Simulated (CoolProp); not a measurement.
Vapour-liquid equilibrium of n-hexane (1) + ethylbenzene (2) at 3.06 bar; x and y are mole fractions of (1).

Computed with CoolProp (multi-fluid Helmholtz-energy mixture model, Thol 2019 and Zhou 2012; pair parameters Bell 2016).

| x | bubble temperature (K) | y at the bubble point | dew temperature at overall composition x (K) | liquid density (mol/L) |
|---|---|---|---|---|
| 0.05 | 447.0 | 0.201 | 453.8 | 6.751 |
| 0.2 | 426.6 | 0.557 | 447.0 | 6.832 |
| 0.35 | 413.0 | 0.732 | 439.3 | 6.847 |
| 0.5 | 403.2 | 0.832 | 430.4 | 6.824 |
| 0.65 | 395.6 | 0.898 | 419.8 | 6.780 |
| 0.8 | 389.2 | 0.947 | 406.5 | 6.721 |
| 0.95 | 383.6 | 0.988 | 388.9 | 6.654 |

No azeotrope shows between x = 0.05 and 0.95.

Pair parameters are fitted to limited data, so mixtures are less certain than the pure fluids.
